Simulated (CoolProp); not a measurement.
R142b at several states: fugacity coefficient from the reference equation and from simpler models built on Tc = 137.1 °C, pc = 4.055 MPa, ω = 0.232; each cubic takes its own stable root.

Computed with CoolProp (reference Helmholtz-energy equation of state, Lemmon 2006). It is a short technical equation, of lower accuracy than the large ones.

```csv
T (°C),p (MPa),phase,reference
-46.55,0.631,liquid,0.02652
101.55,10.7,liquid,0.2040
15.55,0.0984,gas,0.9727
-71.95,2.24,liquid,0.001491
```

Problem. How far does each simpler model (van der Waals, Redlich-Kwong) lie from the reference over these 4 states: mean and median of the absolute difference, and the worst?

Solution. 
- van der Waals: mean 1109.7 %, median 593.2 %, worst +3251.4 % at -71.95 °C and 2.24 MPa
- Redlich-Kwong: mean 62.1 %, median 57.3 %, worst +133.2 % at -71.95 °C and 2.24 MPa
